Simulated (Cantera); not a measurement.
**Carbothermic reduction: Fe₂O₃ + CH₄ + N₂**

Feed: 1 mol Fe₂O₃, a varied amount of CH₄, 3.2 mol N₂, at 2148.15 K and 133 Pa.

Equilibrium computed with Cantera from the NASA thermochemical tables; the gas is ideal and each condensed phase is pure. Candidate condensed phases: C, C₆H₆, C₇H₈, C₈H₁₈, Fe, Fe(CO)₅, FeO, Fe(OH)₂, Fe(OH)₃, Fe₂O₃, Fe₃O₄, H₂O; 140 gas species. The tables' stoichiometric FeO is somewhat more stable than real wüstite, so its field is too wide. FeO: taken at fixed stoichiometry. Equilibrium is a limit: real reactors are often held back by kinetics, nucleation or transport.

| n(CH₄) (mol) | log p N₂ | log p H₂ | log p Fe | log p CO | log p H₂O | log p H | log p CO₂ | log p FeO | log p O₂ | log p OH | n FeO(l) |
|---|---|---|---|---|---|---|---|---|---|---|---|
| 0.44 | -3.11 | -4.51 | -3.82 | -4.28 | -3.78 | -4.64 | -4.26 | -4.65 | -4.71 | -4.79 | 1.29 |
| 0.63 | -3.18 | -4.30 | -3.67 | -4.13 | -3.72 | -4.53 | -4.25 | -4.65 | -5.01 | -4.84 | 0.870 |
| 0.82 | -3.24 | -4.18 | -3.58 | -4.04 | -3.69 | -4.47 | -4.25 | -4.65 | -5.19 | -4.87 | 0.414 |
| 1 | -3.30 | -4.10 | -3.53 | -3.98 | -3.67 | -4.43 | -4.26 | -4.66 | -5.32 | -4.89 | 0 |
| 1.2 | -3.33 | -3.89 | -3.55 | -3.86 | -3.70 | -4.32 | -4.39 | -4.92 | -5.80 | -5.03 | 0 |
| 1.4 | -3.35 | -3.74 | -3.57 | -3.79 | -3.76 | -4.25 | -4.52 | -5.15 | -6.22 | -5.16 | 0 |
| 1.6 | -3.38 | -3.63 | -3.59 | -3.73 | -3.83 | -4.20 | -4.64 | -5.35 | -6.57 | -5.29 | 0 |
| 1.8 | -3.41 | -3.55 | -3.62 | -3.69 | -3.92 | -4.16 | -4.77 | -5.54 | -6.90 | -5.41 | 0 |
| 2 | -3.43 | -3.49 | -3.64 | -3.66 | -4.01 | -4.12 | -4.89 | -5.72 | -7.22 | -5.54 | 0 |
log p: log10 of the partial pressure in bar; n: condensed amount in mol.

From 0.44 mol CH₄ to 0.82 mol CH₄ the condensed part is FeO(l). From 1 mol CH₄ to 2 mol CH₄ nothing is condensed. The main Fe-bearing gas is Fe throughout.
